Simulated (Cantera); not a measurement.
Charge: 1 mol CCl₄, 0.061 mol Si, 4.9 mol H₂, held at 1300 K and 75.0 Torr.

Method: chemical equilibrium by Gibbs-energy minimisation in Cantera with the NASA 1993 tables (ideal gas, pure condensed phases). Candidate condensed phases: C, C₆H₆, C₇H₈, C₈H₁₈, Si, SiC; 109 gas species. The tables' values for SiCl₃ are old estimates; treat these amounts as uncertain. Rates play no part.

**Question.** What is the equilibrium state?

**Answer.** 
| Item | Value |
|---|---|
| x(HCl) | 0.550 |
| x(H₂) | 0.441 |
| x(SiCl₄) | 0.00800 |
| x(SiCl₃) | 0.000464 |
| x(SiHCl₃) | 0.000292 |
| x(SiCl₂) | 0.000159 |
| x(CH₄) | 0.000153 |
| x(Cl) | 2.45e-6 |
| x(H) | 2.32e-6 |
| n(C(graphite)) | 0.999 mol |
| gas amount | 6.841 mol |
| log10 activity of Si(s) (absent) | -4.06 |
